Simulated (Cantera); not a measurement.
Input: 1 mol PbO, 7.1 mol C, 0.098 mol CO, equilibrated at 1950 K and 0.0820 bar.

Cantera equilibrium calculation (NASA polynomials, part measured and part estimated; ideal gas, pure solids and liquids). Candidate condensed phases: C, Pb, PbO, PbO₂, Pb₃O₄; 15 gas species. Equilibrium is a limit: real reactors are often held back by kinetics, nucleation or transport.

Task: What is the equilibrium state?

Result: 
| Quantity | Result |
|---|---|
| x(CO) | 0.523 |
| x(Pb) | 0.476 |
| x(Pb₂) | 0.000100 |
| n(C(graphite)) | 6.10 mol |
| gas amount | 2.098 mol |
| log10 activity of Pb(l) (absent) | -1.24 |
